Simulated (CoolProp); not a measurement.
Vapour pressure (MPa) of R11: the reference equation beside estimates from Tc = 471.1 K, pc = 4.408 MPa, ω = 0.189. Clausius-Clapeyron is anchored at 383 K with a constant enthalpy of vaporisation of 19.40 kJ/mol.

Values from CoolProp's reference Helmholtz-energy equation of state, Jacobsen 1992.

```csv
T (K),reference,Clausius-Clapeyron,van der Waals,Redlich-Kwong,Soave-Redlich-Kwong,Peng-Robinson
346.6,0.4455,0.5336,1.133,0.5786,0.4468,0.4435
358.7,0.5967,0.6696,1.339,0.7543,0.5999,0.5941
370.8,0.7832,0.8280,1.566,0.9643,0.7889,0.7802
383,1.012,1.012,1.819,1.214,1.021,1.009
395.1,1.283,1.219,2.094,1.502,1.297,1.281
407.3,1.608,1.455,2.397,1.837,1.627,1.608
419.4,1.986,1.717,2.721,2.215,2.011,1.989
431.6,2.429,2.009,3.075,2.645,2.459,2.437
443.7,2.938,2.328,3.453,3.123,2.972,2.951
```

Absolute difference from the reference over all 9 rows, mean and median: Clausius-Clapeyron 11.5 and 12.2 %, van der Waals 72.4 and 63.2 %, Redlich-Kwong 17.5 and 17.1 %, Soave-Redlich-Kwong 0.9 and 1.1 %, Peng-Robinson 0.3 and 0.3 %.
